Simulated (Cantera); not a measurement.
A perfectly stirred reactor is fed with H2 : O2 : N2 = 0.023 : 1 : 0.81 (molar parts), at 3.90 Torr; it is held at 1275 K, and followed from long to short residence time.

Detailed kinetics in Cantera: GRI-Mech 3.0 (53 species, 325 reactions). Radical loss at walls, strong at low pressure, is not modelled.

One state of this run: x H2 = 0.000912; x O2 = 0.535; x H2O = 0.0102; x N2O = 1.22e-9; x OH = 0.00163; x NO = 5.24e-9. x: mole fraction; the columns are a selection and need not sum to one.

Which value of τ (s) does it belong to?
A) 0.080
B) 0.028
C) 0.0058
D) 0.048

B, 0.028
